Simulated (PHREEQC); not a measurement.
A solution holds 0.0017 mol/kgw Na2HAsO4, 6.5e-05 mol/kgw Fe2(SO4)3 and 0.039 mol/kgw NH4Cl, at 70 °C. Closed to the air; pH follows from the charge balance.

Computed with PHREEQC (ion-association model, wateq4f.dat).

This is a speciation only: nothing precipitates in the calculation.

**Question.** Order these S species by the share of S that they hold, largest first: NaSO4-, SO4-2, NH4SO4-.

**Answer.** SO4-2 (81 %), NH4SO4- (18 %), NaSO4- (0.80 %)

The pH is 6.48 and the ionic strength 0.0423 mol/kgw. Examples of supersaturated solids here: Hematite (slow to form), Goethite (slow to form). Others may be too. The database's scorodite may be far more soluble than the real mineral, and it has no iron arsenate complexes; the constant wasn't checked at its source. Constants without temperature data keep their 25 °C values here.
